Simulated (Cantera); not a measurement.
Cantera with NASA thermochemical tables; ideal gases at 1 bar, condensed phases pure. Values are per mole of reaction as written; species without (g) are pure solids or liquids, kept so even where they would boil at 1 bar. The tables' values for SiF₂ are old estimates.

9 Si + 4 NF₃(g) → Si₃N₄ + 6 SiF₂(g), with ΔH° = -3745.2 kJ and ΔS° = 439.8 J/K at 300 K.

Problem. How far is the shortcut ΔG° ≈ ΔH°(300 K) − T·ΔS°(300 K) from the full temperature-dependent value at 550, 575, 600, 625, 650, 675, 700, 725, 750, 775 K?

Solution. 
```json
[
 {"T (K)": "550", "shortcut (kJ)": "-3987.1", "full (kJ)": "-3983.6", "difference (kJ)": "-3.5", "difference in log10 K": "0.33"},
 {"T (K)": "575", "shortcut (kJ)": "-3998.1", "full (kJ)": "-3993.8", "difference (kJ)": "-4.2", "difference in log10 K": "0.38"},
 {"T (K)": "600", "shortcut (kJ)": "-4009.0", "full (kJ)": "-4004.0", "difference (kJ)": "-5.0", "difference in log10 K": "0.44"},
 {"T (K)": "625", "shortcut (kJ)": "-4020.0", "full (kJ)": "-4014.1", "difference (kJ)": "-5.9", "difference in log10 K": "0.50"},
 {"T (K)": "650", "shortcut (kJ)": "-4031.0", "full (kJ)": "-4024.2", "difference (kJ)": "-6.9", "difference in log10 K": "0.55"},
 {"T (K)": "675", "shortcut (kJ)": "-4042.0", "full (kJ)": "-4034.2", "difference (kJ)": "-7.9", "difference in log10 K": "0.61"},
 {"T (K)": "700", "shortcut (kJ)": "-4053.0", "full (kJ)": "-4044.1", "difference (kJ)": "-8.9", "difference in log10 K": "0.67"},
 {"T (K)": "725", "shortcut (kJ)": "-4064.0", "full (kJ)": "-4054.0", "difference (kJ)": "-10.1", "difference in log10 K": "0.72"},
 {"T (K)": "750", "shortcut (kJ)": "-4075.0", "full (kJ)": "-4063.8", "difference (kJ)": "-11.2", "difference in log10 K": "0.78"},
 {"T (K)": "775", "shortcut (kJ)": "-4086.0", "full (kJ)": "-4073.6", "difference (kJ)": "-12.5", "difference in log10 K": "0.84"}
]
```
The shortcut ignores the heat-capacity change of the reaction.
